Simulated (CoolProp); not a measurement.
CH3F (R41) along the isobar 0.883 MPa: fugacity coefficient from the reference equation and from simpler models built on Tc = 317.3 K, pc = 5.906 MPa, ω = 0.200; each cubic takes its own stable root.

The numbers come from the reference Helmholtz-energy equation of state, Lemmon 2006 in CoolProp. It is a short technical equation, of lower accuracy than the large ones.

| T (K) | phase | reference |
|---|---|---|
| 274.6 | gas | 0.9058 |
| 279.3 | gas | 0.9111 |
| 284 | gas | 0.9160 |
| 288.8 | gas | 0.9206 |
| 293.5 | gas | 0.9248 |
| 298.3 | gas | 0.9288 |
| 303 | gas | 0.9324 |
| 307.8 | gas | 0.9358 |
| 312.5 | gas | 0.9390 |
| 317.2 | gas | 0.9419 |
| 322 | gas | 0.9447 |
| 326.7 | gas | 0.9473 |
| 331.5 | gas | 0.9497 |
| 336.2 | gas | 0.9520 |
| 340.9 | gas | 0.9542 |

**Question.** How far does each simpler model (van der Waals, Redlich-Kwong, Soave-Redlich-Kwong, Peng-Robinson) lie from the reference over these 15 states: mean and median of the absolute difference, and the worst?

**Answer.** 
- van der Waals: mean 1.9 %, median 1.8 %, worst +3.5 % at 274.6 K and 0.883 MPa
- Redlich-Kwong: mean 1.1 %, median 1.0 %, worst +2.0 % at 274.6 K and 0.883 MPa
- Soave-Redlich-Kwong: mean 1.0 %, median 0.9 %, worst +1.6 % at 274.6 K and 0.883 MPa
- Peng-Robinson: mean 0.4 %, median 0.3 %, worst +1.0 % at 274.6 K and 0.883 MPa
